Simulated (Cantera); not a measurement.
Input: 1 mol Ti(OiPr)4, 1 mol NH3, equilibrated at 2198.15 K and 0.133 bar.

Method: chemical equilibrium by Gibbs-energy minimisation in Cantera with the NASA 1993 tables (ideal gas, pure condensed phases). Candidate condensed phases: C, C6H6, C7H8, C8H18, H2O, Ti, TiC, TiN, TiO, TiO2, Ti2O3, Ti3O5, Ti4O7; 139 gas species. The feed counts by its element totals alone. TiC: taken at fixed stoichiometry. The numbers say what is thermodynamically allowed, not how fast it happens.

Base state: H2 0.759, CO 0.199, N2 0.0227, H 0.0133, HCN 0.00393, C2H2 (acetylene) 0.00193, HNC 0.000310, CH4 2.03e-5 (mole fractions); condensed: C(graphite) + TiC(s).

**Question.** What changes in the equilibrium state with this change: NH3 from 1 to 0.23 mol?

**Answer.** 
```json
[
 {"species": "H2", "before": "0.759", "after": "0.762"},
 {"species": "CO", "before": "0.199", "after": "0.215"},
 {"species": "H", "before": "0.0133", "after": "0.0133"},
 {"species": "N2", "before": "0.0227", "after": "0.00517"},
 {"species": "HCN", "before": "0.00393", "after": "0.00188"},
 {"species": "HNC", "before": "0.000310", "after": "0.000148"},
 {"species": "CH4", "before": "2.03e-5", "after": "2.04e-5"},
 {"species": "C2H2 (acetylene)", "before": "0.00193", "after": "0.00193"},
 {"species": "C(graphite), mol", "before": "6.84", "after": "6.89"},
 {"species": "TiC(s), mol", "before": "1.000", "after": "1.000"}
]
```
